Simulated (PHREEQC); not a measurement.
Solution (25 °C): 0.23 mol/kgw HCl, 4.3e-05 mol/kgw CaCl2 and 9.6e-05 mol/kgw MnSO4. Closed to the air; pH follows from the charge balance.

The numbers come from PHREEQC with the ion-association model, wateq4f.dat.

Precipitation was switched off in this run.

Q: Order these Mn species by the share of Mn that they hold, largest first: Mn+2, MnCl2, MnCl+.

A: Mn+2 (77 %), MnCl+ (22 %), MnCl2 (1.1 %)

The pH is 0.74 and the ionic strength 0.230 mol/kgw.
